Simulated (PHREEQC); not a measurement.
1 kg of water holding 0.01 mol KCl, 0.24 mol KHCO3, 0.21 mol K2CO3 and 0.0023 mol K2SO4 is evaporated at 20 °C; the solids stay in contact with the brine. CO2 from the air is kept out. Only these solids could form: Arcanite, Kalicinite, Misenite, Sylvite.

Computed with PHREEQC (Pitzer model, pitzer.dat).

```json
[
 {"water left (kg)": "1", "ionic strength": "0.887", "water activity": "0.983", "Kalicinite (mol)": "0", "Arcanite (mol)": "0"},
 {"water left (kg)": "0.6755", "ionic strength": "1.31", "water activity": "0.975", "Kalicinite (mol)": "0", "Arcanite (mol)": "0"},
 {"water left (kg)": "0.5552", "ionic strength": "1.60", "water activity": "0.970", "Kalicinite (mol)": "0", "Arcanite (mol)": "0"},
 {"water left (kg)": "0.375", "ionic strength": "2.36", "water activity": "0.957", "Kalicinite (mol)": "0", "Arcanite (mol)": "0"},
 {"water left (kg)": "0.3082", "ionic strength": "2.88", "water activity": "0.948", "Kalicinite (mol)": "0", "Arcanite (mol)": "0"},
 {"water left (kg)": "0.2082", "ionic strength": "4.26", "water activity": "0.922", "Kalicinite (mol)": "0", "Arcanite (mol)": "0"},
 {"water left (kg)": "0.1407", "ionic strength": "6.31", "water activity": "0.884", "Kalicinite (mol)": "0", "Arcanite (mol)": "0"},
 {"water left (kg)": "0.1156", "ionic strength": "7.67", "water activity": "0.857", "Kalicinite (mol)": "0", "Arcanite (mol)": "0"},
 {"water left (kg)": "0.07809", "ionic strength": "10.8", "water activity": "0.797", "Kalicinite (mol)": "0.0467", "Arcanite (mol)": "0"},
 {"water left (kg)": "0.06418", "ionic strength": "12.3", "water activity": "0.764", "Kalicinite (mol)": "0.0984", "Arcanite (mol)": "0.000528"},
 {"water left (kg)": "0.04335", "ionic strength": "16.4", "water activity": "0.663", "Kalicinite (mol)": "0.169", "Arcanite (mol)": "0.00189"}
]
```

Kalicinite from water left = 0.07809 kg (pH 10.11); Arcanite from water left = 0.06418 kg (pH 10.38).

Complexes and solids missing from the database can't appear.
